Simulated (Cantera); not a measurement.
What does this Cantera script print?

```python
import numpy as np
import cantera as ct

gas = ct.Solution("gri30.yaml")
gas.TPX = 2023, 190000, {'NO': 1, 'N2': 2.9}
reactor = ct.IdealGasConstPressureReactor(gas, energy="off", clone=False)
net = ct.ReactorNet([reactor])
net.rtol, net.atol = 1e-08, 1e-18
show = ['NO', 'NO2', 'O', 'N2', 'O2', 'N2O']
times = np.geomspace(0.0009, 50, 12)

steps = ct.SolutionArray(gas, extra=["t"])
rows = []
print(f"{'t/s':>10s}{'T/K':>9s}{'P/Pa':>11s}" + "".join(f"{s:>11s}" for s in show))
for t in times:
    while net.time < t:
        t_next = net.step()
        steps.append(gas.state, t=t_next)
    rows.append([np.interp(t, steps.t, y) for y in (steps.T, steps.P, *steps(*show).X.T)])
    print(f"{t:10.3e}{rows[-1][0]:9.1f}{rows[-1][1]:11.4g}" + "".join(f"{x:11.3e}" for x in rows[-1][2:]))
rate = np.gradient(steps.T, steps.t)
print("integrator steps:", len(steps.t))
if steps.T.max() > steps.T[0] + 200:
    print(f"time of steepest temperature rise: {steps.t[rate.argmax()]:.4e} s")
gas.TPX = 2023, 190000, {'NO': 1, 'N2': 2.9}
gas.equilibrate("TP")
print(f"equilibrium (TP): T = {gas.T:.1f} K  " + "  ".join(f"{s} {gas[s].X[0]:.3e}" for s in show))
```

Result:

```
       t/s      T/K       P/Pa         NO        NO2          O         N2         O2        N2O
 9.000e-04   2023.0    1.9e+05  2.560e-01  8.381e-05  4.045e-05  7.438e-01  9.438e-05  3.287e-05
 2.430e-03   2023.0    1.9e+05  2.554e-01  8.929e-05  4.300e-05  7.441e-01  4.014e-04  3.297e-05
 6.560e-03   2023.0    1.9e+05  2.537e-01  9.550e-05  4.610e-05  7.449e-01  1.238e-03  3.250e-05
 1.771e-02   2023.0    1.9e+05  2.491e-01  1.098e-04  5.357e-05  7.472e-01  3.492e-03  3.127e-05
 4.782e-02   2023.0    1.9e+05  2.371e-01  1.373e-04  6.957e-05  7.532e-01  9.494e-03  2.818e-05
 1.291e-01   2023.0    1.9e+05  2.068e-01  1.721e-04  9.880e-05  7.683e-01  2.456e-02  2.131e-05
 3.486e-01   2023.0    1.9e+05  1.443e-01  1.732e-04  1.411e-04  7.996e-01  5.579e-02  1.043e-05
 9.411e-01   2023.0    1.9e+05  6.231e-02  9.710e-05  1.822e-04  8.406e-01  9.685e-02  2.298e-06
 2.541e+00   2023.0    1.9e+05  1.533e-02  2.653e-05  2.020e-04  8.640e-01  1.204e-01  6.176e-07
 6.859e+00   2023.0    1.9e+05  6.858e-03  1.207e-05  2.053e-04  8.683e-01  1.246e-01  5.392e-07
 1.852e+01   2023.0    1.9e+05  6.623e-03  1.166e-05  2.054e-04  8.684e-01  1.248e-01  5.380e-07
 5.000e+01   2023.0    1.9e+05  6.623e-03  1.166e-05  2.054e-04  8.684e-01  1.248e-01  5.380e-07
integrator steps: 1100
equilibrium (TP): T = 2023.0 K  NO 6.623e-03  NO2 1.166e-05  O 2.054e-04  N2 8.684e-01  O2 1.248e-01  N2O 5.380e-07
```

Detailed kinetics in Cantera: GRI-Mech 3.0 (53 species, 325 reactions).
